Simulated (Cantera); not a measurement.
An isothermal, constant-pressure homogeneous reactor starts with CH4 : H2 : N2 = 1 : 45 : 0.14 (molar parts), at 1725 K and 45.0 Torr.

Model: GRI-Mech 3.0 (53 species, 325 reactions), integrated in Cantera. GRI-Mech 3.0 stops at C3 and has no aromatics, soot or wall deposition, so with more carbon than oxygen in the feed, carbon stays in small species such as C2H2 where larger ones or solid carbon would form.

x: mole fraction; the columns are a selection and need not sum to one.

```
t (s)       x CH4   x H2     x CH3    x C2H4       x H
--------  -------  -----  --------  --------  --------
2.00e-6    0.0217  0.975   7.18e-8    <1e-12   7.97e-8
8.60e-6    0.0217  0.975   2.73e-7    <1e-12   3.79e-7
3.69e-5    0.0217  0.975   9.68e-7  2.05e-12   1.83e-6
0.000159   0.0217  0.975   3.83e-6  1.64e-10   8.20e-6
0.000682   0.0217  0.975   1.61e-5       ___   3.55e-5
0.00293    0.0216  0.975   6.78e-5       ___  0.000151
0.0126     0.0213  0.975  0.000229       ___  0.000518
0.0541     0.0195  0.976  0.000281       ___  0.000693
0.233      0.0142  0.978  0.000208       ___  0.000709
1.00      0.00635  0.982   9.62e-5       ___  0.000735
```

Problem. What belongs in the gaps?

Solution. 
- 0.000682, x C2H4: 1.29e-8
- 0.00293, x C2H4: 9.46e-7
- 0.0126, x C2H4: 2.21e-5
- 0.0541, x C2H4: 3.16e-5
- 0.233, x C2H4: 2.42e-5
- 1.00, x C2H4: 2.08e-5
